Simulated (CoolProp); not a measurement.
Properties of R245ca along the isobar 1.27 MPa.

Model: reference Helmholtz-energy equation of state, Zhou 2016, in CoolProp.

| T (K) | phase | density (kg/m³) | cp (kJ/(kg K)) | cv (kJ/(kg K)) | fugacity coefficient |
|---|---|---|---|---|---|
| 252.4 | liquid | 1499 | 1.326 | 0.9517 | 0.009354 |
| 265.5 | liquid | 1469 | 1.337 | 0.9618 | 0.01908 |
| 278.7 | liquid | 1438 | 1.351 | 0.9739 | 0.03587 |
| 291.9 | liquid | 1406 | 1.367 | 0.9875 | 0.06257 |
| 305.1 | liquid | 1373 | 1.387 | 1.002 | 0.1024 |
| 318.2 | liquid | 1339 | 1.409 | 1.018 | 0.1583 |
| 331.4 | liquid | 1303 | 1.434 | 1.034 | 0.2339 |
| 344.6 | liquid | 1266 | 1.464 | 1.051 | 0.3317 |
| 357.8 | liquid | 1225 | 1.499 | 1.069 | 0.4535 |
| 370.9 | liquid | 1182 | 1.542 | 1.087 | 0.5989 |
| 384.1 | liquid | 1133 | 1.602 | 1.106 | 0.7698 |
| 397.3 | gas | 64.87 | 1.262 | 1.076 | 0.8301 |
| 410.5 | gas | 60.58 | 1.245 | 1.088 | 0.8491 |
| 423.6 | gas | 57.12 | 1.239 | 1.101 | 0.8652 |
| 436.8 | gas | 54.19 | 1.239 | 1.114 | 0.8792 |
| 450 | gas | 51.66 | 1.243 | 1.128 | 0.8913 |
